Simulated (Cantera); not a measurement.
# KCl + H2 (halide evaporation, hydrolysis and transport)

Charge: 1 mol KCl, 9.5 mol H2, held at 11.3 Torr.

Cantera equilibrium calculation (NASA polynomials, part measured and part estimated; ideal gas, pure solids and liquids). Candidate condensed phases: K, KCl; 10 gas species. The numbers say what is thermodynamically allowed, not how fast it happens.

```tsv
T (°C)	log p H2	log p KCl	log p K2Cl2	log p HCl	log p K	log p H	log p KH	n KCl(s)	n KCl(l)
600	-1.82	-5.47	-6.06	-8.42	-8.42	-11.24	-12.85	0.997	0
650	-1.82	-4.79	-5.29	-7.73	-7.73	-10.52	-12.06	0.983	0
700	-1.83	-4.18	-4.61	-7.12	-7.12	-9.88	-11.36	0.927	0
750	-1.83	-3.64	-4.00	-6.58	-6.58	-9.30	-10.73	0.720	0
800	-1.85	-3.18	-3.52	-6.10	-6.10	-8.78	-10.18	0	0.146
850	-1.86	-3.02	-3.60	-5.80	-5.80	-8.30	-9.81	0	0
900	-1.86	-2.95	-3.81	-5.55	-5.55	-7.86	-9.50	0	0
950	-1.86	-2.90	-4.05	-5.34	-5.34	-7.45	-9.22	0	0
1000	-1.87	-2.88	-4.30	-5.15	-5.15	-7.08	-8.98	0	0
1050	-1.87	-2.86	-4.56	-4.98	-4.98	-6.73	-8.76	0	0
1100	-1.87	-2.86	-4.81	-4.83	-4.83	-6.41	-8.55	0	0
1150	-1.87	-2.86	-5.05	-4.69	-4.69	-6.11	-8.37	0	0
1200	-1.87	-2.86	-5.27	-4.56	-4.56	-5.83	-8.19	0	0
1250	-1.87	-2.86	-5.48	-4.44	-4.44	-5.57	-8.03	0	0
```
log p: log10 of the partial pressure in bar; n: condensed amount in mol.

From 600 °C to 750 °C the condensed part is KCl(s). At 800 °C the condensed part is KCl(l). From 850 °C to 1250 °C nothing is condensed. The main K-bearing gas is KCl throughout.
